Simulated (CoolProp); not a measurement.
Properties of isobutene along the isotherm 353.1 K.

Model: reference Helmholtz-energy equation of state, Lemmon 2005, in CoolProp. It is a short technical equation, of lower accuracy than the large ones.

```csv
p (MPa),phase,Z,cv (kJ/(kg K)),speed of sound (m/s),Joule-Thomson coefficient (K/MPa),fugacity coefficient
0.0635,gas,0.9904,1.660,236.9,14.65,0.9905
0.13,gas,0.9801,1.666,234.9,14.83,0.9805
0.268,gas,0.9583,1.678,230.5,15.24,0.9599
0.55,gas,0.9106,1.707,220.8,16.26,0.9178
1.13,gas,0.7933,1.792,195.9,19.67,0.8307
2.32,liquid,0.08620,1.831,594.3,[?],0.4485
4.76,liquid,0.1737,1.827,643.1,[?],0.2391
9.78,liquid,0.3466,1.823,724.7,[?],0.1394
20.1,liquid,[?],1.824,851.5,-0.2428,0.09699
```

Question: What belongs in the gaps?

Answer: 
- 2.32, Joule-Thomson coefficient (K/MPa): 0.1236
- 4.76, Joule-Thomson coefficient (K/MPa): 0.02095
- 9.78, Joule-Thomson coefficient (K/MPa): -0.1089
- 20.1, Z: 0.6833
